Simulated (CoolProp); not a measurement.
Saturated liquid density (kg/m³) of octamethylcyclotetrasiloxane (D4): the reference equation beside estimates from Tc = 313.4 °C, pc = 1.347 MPa, ω = 0.598. Rackett uses Z = 0.29056 − 0.08775 ω.

Values from CoolProp's reference Helmholtz-energy equation of state, Thol 2015.

```
T (°C)  reference  Rackett  van der Waals  Redlich-Kwong  Soave-Redlich-Kwong  Peng-Robinson
------  ---------  -------  -------------  -------------  -------------------  -------------
78.45       888.9        …              …          743.9                798.8          899.2
91.75       873.1     1020          497.4          730.2                787.3          886.9
105.05      857.0     1001          489.1          715.8                775.1              …
118.45      840.6    981.3          480.5          700.7                761.8          859.5
131.75      823.9    960.9          471.6          685.0                747.8          844.3
145.05      806.8    940.0          462.4          668.5                732.7          827.9
158.35      789.2    918.3          452.7          651.2                    …          810.2
171.65      771.1    895.7          442.5          633.0                    …              …
185.05      752.1    872.1          431.7          613.6                679.7              …
198.35      732.4    847.5          420.3          593.2                659.1          746.9
211.65      711.7    821.5          408.3          571.4                636.4          721.6
```

**Question.** Some entries are withheld; supply them.

**Answer.** 
- 78.45, Rackett: 1039
- 78.45, van der Waals: 505.3
- 105.05, Peng-Robinson: 873.7
- 158.35, Soave-Redlich-Kwong: 716.4
- 171.65, Soave-Redlich-Kwong: 698.9
- 171.65, Peng-Robinson: 791.0
- 185.05, Peng-Robinson: 769.9

Absolute difference from the reference over all 11 rows, mean and median: Rackett 16.4 and 16.5 %, van der Waals 42.8 and 42.7 %, Redlich-Kwong 17.5 and 17.1 %, Soave-Redlich-Kwong 9.6 and 9.6 %, Peng-Robinson 2.1 and 2.2 %.
